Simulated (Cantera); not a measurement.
What does this Cantera script print?

```python
import numpy as np
import cantera as ct

gas = ct.Solution("SiF4_NH3_mec.yaml", "gas")
gas.TPX = 2125, 16000, {'NH3': 1, 'N2': 2.8, 'H2': 0.024}
reactor = ct.IdealGasConstPressureReactor(gas, energy="off", clone=False)
net = ct.ReactorNet([reactor])
net.rtol, net.atol = 1e-08, 1e-18
show = ['NH3', 'N', 'NH2', 'H2', 'N2H4', 'NH', 'N2H2']
times = np.geomspace(4e-05, 3, 12)

steps = ct.SolutionArray(gas, extra=["t"])
rows = []
print(f"{'t/s':>10s}{'T/K':>9s}{'P/Pa':>11s}" + "".join(f"{s:>11s}" for s in show))
for t in times:
    while net.time < t:
        t_next = net.step()
        steps.append(gas.state, t=t_next)
    rows.append([np.interp(t, steps.t, y) for y in (steps.T, steps.P, *steps(*show).X.T)])
    print(f"{t:10.3e}{rows[-1][0]:9.1f}{rows[-1][1]:11.4g}" + "".join(f"{x:11.3e}" for x in rows[-1][2:]))
rate = np.gradient(steps.T, steps.t)
print("integrator steps:", len(steps.t))
if steps.T.max() > steps.T[0] + 200:
    print(f"time of steepest temperature rise: {steps.t[rate.argmax()]:.4e} s")
gas.TPX = 2125, 16000, {'NH3': 1, 'N2': 2.8, 'H2': 0.024}
gas.equilibrate("TP")
print(f"equilibrium (TP): T = {gas.T:.1f} K  " + "  ".join(f"{s} {gas[s].X[0]:.3e}" for s in show))
```

Output:

```
       t/s      T/K       P/Pa        NH3          N        NH2         H2       N2H4         NH       N2H2
 4.000e-05   2125.0    1.6e+04  2.614e-01  3.378e-10  1.249e-04  6.337e-03  4.405e-10  1.717e-07  1.357e-08
 1.110e-04   2125.0    1.6e+04  2.611e-01  1.106e-08  3.435e-04  6.454e-03  3.357e-09  1.687e-06  1.409e-07
 3.079e-04   2125.0    1.6e+04  2.603e-01  1.054e-07  8.539e-04  6.912e-03  2.081e-08  8.400e-06  1.169e-06
 8.543e-04   2125.0    1.6e+04  2.579e-01  2.870e-07  1.288e-03  9.402e-03  4.735e-08  1.625e-05  3.024e-06
 2.370e-03   2125.0    1.6e+04  2.510e-01  5.295e-07  1.225e-03  1.766e-02  4.285e-08  1.888e-05  3.054e-06
 6.577e-03   2125.0    1.6e+04  2.328e-01  1.038e-06  1.063e-03  3.925e-02  3.230e-08  2.190e-05  2.730e-06
 1.825e-02   2125.0    1.6e+04  1.901e-01  1.731e-06  8.452e-04  8.998e-02  2.040e-08  2.385e-05  2.089e-06
 5.063e-02   2125.0    1.6e+04  1.123e-01  2.242e-06  5.572e-04  1.823e-01  8.866e-09  2.177e-05  1.105e-06
 1.405e-01   2125.0    1.6e+04  3.031e-02  2.400e-06  2.222e-04  2.794e-01  1.409e-09  1.423e-05  2.480e-07
 3.897e-01   2125.0    1.6e+04  6.906e-04  2.286e-06  1.711e-05  3.134e-01  8.336e-12  3.861e-06  4.117e-09
 1.081e+00   2125.0    1.6e+04  6.334e-06  1.679e-07  3.133e-07  3.126e-01  2.785e-15  1.418e-07  2.577e-12
 3.000e+00   2125.0    1.6e+04  1.409e-06  3.749e-08  6.980e-08  3.126e-01  1.383e-16  3.163e-08  3.229e-13
integrator steps: 1665
equilibrium (TP): T = 2125.0 K  NH3 3.811e-07  N 1.014e-08  NH2 1.888e-08  H2 3.126e-01  N2H4 1.018e-17  NH 8.553e-09  N2H2 2.137e-13
```

Detailed kinetics in Cantera: the gas-phase N/H chemistry of the illustrative SiF4/NH3 mechanism in the Surface Chemkin manual (1991). Walls and surfaces, which speed up NH3 decomposition in real reactors, are not modelled.
